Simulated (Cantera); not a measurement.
A perfectly stirred reactor is fed with 2.99 % C3H8, 12.5 % O2, 84.6 % N2, at 69000 Pa; it is adiabatic with a 475 K inlet, and is followed from long to short residence time, starting on the burning branch (τ in s: 0.038, 0.018, 0.0085, 0.0041, 0.0019, 0.00092, 0.00044, 0.00021, 9.8e-05, 4.7e-05).

Computed with Cantera and GRI-Mech 3.0 (53 species, 325 reactions). GRI-Mech 3.0 was tuned for natural gas; its chemistry of propane as a main component is partial and can be far from experiment.

Problem. Predict: blow-out, bracketed by the residence times tried; x(C3H8) at τ = 38.0 ms; x(O2) at τ = 38.0 ms; x(HCN) at τ = 38.0 ms; x(CH2O) at τ = 38.0 ms; x(NO) at τ = 38.0 ms; x(C3H8) at τ = 0.920 ms; x(O2) at τ = 0.920 ms; x(HCN) at τ = 0.920 ms; x(CH2O) at τ = 0.920 ms; x(NO) at τ = 0.920 ms.

Solution. 
- blow-out, bracketed by the residence times tried = burning at 0.920 ms, out at 0.440 ms
- x(C3H8) at τ = 38.0 ms = 1.65e-6
- x(O2) at τ = 38.0 ms = 0.000476
- x(HCN) at τ = 38.0 ms = 9.25e-6
- x(CH2O) at τ = 38.0 ms = 1.98e-6
- x(NO) at τ = 38.0 ms = 0.000106
- x(C3H8) at τ = 0.920 ms = 4.03e-5
- x(O2) at τ = 0.920 ms = 0.00591
- x(HCN) at τ = 0.920 ms = 1.66e-5
- x(CH2O) at τ = 0.920 ms = 3.33e-5
- x(NO) at τ = 0.920 ms = 5.31e-5
